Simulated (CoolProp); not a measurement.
n-nonane along the isobar 1.84 MPa: fugacity coefficient from the reference equation and from simpler models built on Tc = 321.4 °C, pc = 2.282 MPa, ω = 0.443; each cubic takes its own stable root.

The numbers come from the reference Helmholtz-energy equation of state, Lemmon 2006 in CoolProp. It is a short technical equation, of lower accuracy than the large ones.

```
T (°C)   phase  reference  Redlich-Kwong  Peng-Robinson
------  ------  ---------  -------------  -------------
50.35   liquid   0.001513       0.009692       0.001608
63.85   liquid   0.002914        0.01554       0.003053
77.25   liquid   0.005246        0.02368       0.005438
90.75   liquid   0.008975        0.03475       0.009228
104.15  liquid    0.01456        0.04904        0.01489
117.65  liquid    0.02271        0.06721        0.02313
131.05  liquid    0.03396        0.08935        0.03449
144.55  liquid    0.04920         0.1161        0.04989
```
